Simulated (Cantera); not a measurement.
An isothermal, constant-pressure homogeneous reactor starts with 3.94 % H₂, 96.1 % O₂, at 1200 K and 0.0133 bar.

Computed with Cantera and GRI-Mech 3.0 (53 species, 325 reactions). Radical loss at walls, strong at low pressure, is not modelled. The temperature is held fixed by assumption; the heat of reaction is taken as removed at once.

x: mole fraction; the columns are a selection and need not sum to one.

```
t (s)         x H₂   x O₂    x H₂O₂       x O      x OH     x HO₂     x H₂O
--------  --------  -----  --------  --------  --------  --------  --------
4.00e-6     0.0394  0.961    <1e-12  6.22e-12  6.17e-12  1.39e-10    <1e-12
1.35e-5     0.0394  0.961    <1e-12  6.56e-11  6.39e-11  4.70e-10  3.59e-12
4.57e-5     0.0394  0.961    <1e-12  6.08e-10  5.56e-10   1.59e-9  1.12e-10
0.000154    0.0394  0.961  1.32e-12   4.97e-9   3.89e-9   5.38e-9   2.78e-9
0.000522    0.0394  0.961  1.50e-11   8.13e-8   5.50e-8   1.84e-8   9.60e-8
0.00176     0.0392  0.960  4.40e-10  0.000113   7.47e-5   4.37e-7  0.000156
0.00596   0.000571  0.930   7.05e-8    0.0266   0.00279   2.90e-6    0.0350
0.0201    0.000416  0.937   6.90e-8    0.0201   0.00240   2.67e-6    0.0364
0.0681    0.000193  0.950   6.68e-8   0.00898   0.00164   2.05e-6    0.0384
0.230      3.91e-5  0.958         …   0.00179  0.000744   9.61e-7    0.0397
0.777      4.76e-6  0.959         …  0.000219  0.000261   2.45e-7    0.0400
2.63       6.05e-7  0.960         …   2.80e-5   9.37e-5   4.67e-8    0.0401
8.88       1.01e-7  0.960         …   4.70e-6   3.84e-5   1.09e-8    0.0402
30.0       2.16e-8  0.960  4.18e-10   1.02e-6   1.78e-5   6.12e-9    0.0402
```

Problem. Some entries are withheld; supply them.

Solution. 
- 0.230, x H₂O₂: 4.75e-8
- 0.777, x H₂O₂: 2.01e-8
- 2.63, x H₂O₂: 5.92e-9
- 8.88, x H₂O₂: 1.55e-9
